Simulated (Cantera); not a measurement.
Input: 1 mol CO, 0.025 mol O2, 1.2 mol H2O, held at 1750 K and 46.0 mbar.

Equilibrium computed with Cantera from the NASA thermochemical tables; the gas is ideal and each condensed phase is pure. Candidate condensed phases: C, C6H6, C7H8, C8H18, H2O; 110 gas species. The numbers say what is thermodynamically allowed, not how fast it happens.

Base state: H2O 0.386, CO 0.272, CO2 0.182, H2 0.159, H 0.000433, OH 6.15e-5 (mole fractions); condensed: gas only.

Q: What changes in the equilibrium state with this change: H2O from 1.2 to 0.042 mol?

A: 
| species | before | after |
|---|---|---|
| CO | 0.272 | 0.881 |
| CO2 | 0.182 | 0.0785 |
| H2 | 0.159 | 0.0304 |
| H2O | 0.386 | 0.00980 |
| OH | 6.15e-5 | 3.57e-6 |
| H | 0.000433 | 0.000189 |
